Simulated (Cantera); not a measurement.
Input: 1 mol Fe, 3.9 mol H2S, a varied amount of CO, 0.099 mol O2, equilibrated at 1798.15 K and 0.338 Torr.

These are equilibrium values from Cantera (NASA tables, ideal gas, pure condensed phases), not measurements of a reactor. Candidate condensed phases: C, C6H6, C7H8, C8H18, Fe, Fe(CO)5, FeO, Fe(OH)2, Fe(OH)3, FeS, FeSO4, FeS2, Fe2O3, Fe2(SO4)3, Fe3O4, H2O, H2SO4, S; 127 gas species. Equilibrium is a limit: real reactors are often held back by kinetics, nucleation or transport.

log p: log10 of the partial pressure in bar; n: condensed amount in mol.

| n(CO) (mol) | log p CO | log p H2 | log p S2 | log p Fe | log p S | n Fe(δ) |
|---|---|---|---|---|---|---|
| 6.7 | -3.66 | -3.92 | -4.23 | -4.54 | -5.25 | 0.135 |
| 13 | (withheld) | (withheld) | (withheld) | (withheld) | (withheld) | 0 |
| 20 | -3.48 | -4.21 | -4.54 | -4.78 | -5.40 | 0 |
| 27 | -3.45 | -4.31 | -4.64 | -4.88 | -5.46 | 0 |
| 33 | -3.43 | (withheld) | (withheld) | (withheld) | -5.49 | 0 |
| 40 | -3.42 | -4.45 | -4.79 | -5.02 | -5.53 | 0 |
| 47 | -3.41 | -4.52 | -4.85 | -5.08 | -5.56 | 0 |
| 53 | -3.40 | -4.56 | -4.90 | -5.13 | -5.58 | 0 |

**Question.** Fill in the missing entries.

**Answer.** 
- 33, log p H2: -4.38
- 33, log p S2: -4.71
- 33, log p Fe: -4.95
- 13, log p CO: -3.54
- 13, log p H2: -4.08
- 13, log p S2: -4.40
- 13, log p Fe: -4.65
- 13, log p S: -5.34
